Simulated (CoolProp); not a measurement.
Properties of methanol along the isobar 2200 kPa (Tc = 240.2 °C, pc = 8216 kPa, ω = 0.565).

Model: reference Helmholtz-energy equation of state, de Reuck 1993, in CoolProp.

| T (°C) | phase | Z | Joule-Thomson coefficient (K/MPa) | expansivity (1/kK) | conductivity (mW/(m K)) | Prandtl number | fugacity coefficient |
|---|---|---|---|---|---|---|---|
| 86.95 | liquid | 0.03234 | -0.2167 | 1.453 | 189 | 4.13 | 0.1018 |
| 119.45 | liquid | 0.03125 | -0.1252 | 1.802 | 183 | 3.45 | 0.2651 |
| 151.95 | liquid | 0.03091 | 0.02354 | 2.490 | 176 | 2.98 | 0.5710 |
| 184.45 | gas | 0.8035 | 20.90 | 6.593 | 38.3 | 1.56 | 0.8495 |
| 216.85 | gas | 0.8760 | 15.21 | 3.713 | 41.6 | 1.02 | 0.8941 |
| 249.35 | gas | 0.9118 | 10.84 | 2.819 | 45.6 | 0.906 | 0.9210 |
| 281.85 | gas | 0.9329 | 7.754 | 2.342 | 50.0 | 0.854 | 0.9381 |
| 314.35 | gas | 0.9460 | 5.511 | 2.036 | 54.5 | 0.825 | 0.9491 |
| 346.85 | gas | 0.9542 | 3.856 | 1.821 | 59.3 | 0.805 | 0.9561 |

Viscosity comes from a separate model (Xiang 2006). Thermal conductivity comes from a separate model (Sykioti 2013).
